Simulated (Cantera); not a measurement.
## Equilibrium for silicon carbide growth: SiCl₄ + HCl + H₂ + C₂H₂

Charge: 1 mol SiCl₄, 0.2 mol HCl, 4.7 mol H₂, 0.02 mol C₂H₂, equilibrated at 1827 °C.

Equilibrium computed with Cantera from the NASA thermochemical tables; the gas is ideal and each condensed phase is pure. Candidate condensed phases: C, C₆H₆, C₇H₈, C₈H₁₈, Si, SiC; 109 gas species. The tables' values for SiCl₃, SiCl are old estimates; treat these amounts as uncertain. Gases not in the tables: Si₂H₆ and higher silanes. The numbers say what is thermodynamically allowed, not how fast it happens.

From 1.00 mbar to 1.00 bar the condensed part is SiC(s). The main Si-bearing gas is SiCl₂ throughout.

```json
[
 {"P (Pa)": "100", "x H₂": "0.445", "x HCl": "0.326", "x SiCl₂": "0.0946", "x H": "0.0657", "x Cl": "0.0354", "x Si": "0.0247", "n SiC(s)": "0.0264"},
 {"P (Pa)": "400", "x H₂": "0.492", "x HCl": "0.323", "x SiCl₂": "0.119", "x H": "0.0345", "x Cl": "0.0167", "x Si": "0.00873", "n SiC(s)": "0.0358"},
 {"P (Pa)": "1600", "x H₂": "0.515", "x HCl": "0.323", "x SiCl₂": "0.130", "x H": "0.0177", "x Cl": "0.00815", "x Si": "0.00250", "n SiC(s)": "0.0384"},
 {"P (Pa)": "6300", "x H₂": "0.526", "x HCl": "0.323", "x SiCl₂": "0.133", "x H": "0.00900", "x Cl": "0.00407", "x Si": "0.000662", "n SiC(s)": "0.0391"},
 {"P (Pa)": "25000", "x H₂": "0.532", "x HCl": "0.323", "x SiCl₂": "0.133", "x H": "0.00454", "x Cl": "0.00203", "x Si": "0.000169", "n SiC(s)": "0.0392"},
 {"P (Pa)": "100000", "x H₂": "0.538", "x HCl": "0.319", "x SiCl₂": "0.129", "x H": "0.00229", "x Cl": "0.000997", "x Si": "4.23e-5", "n SiC(s)": "0.0392"}
]
```
x: gas mole fraction; n: condensed amount in mol.
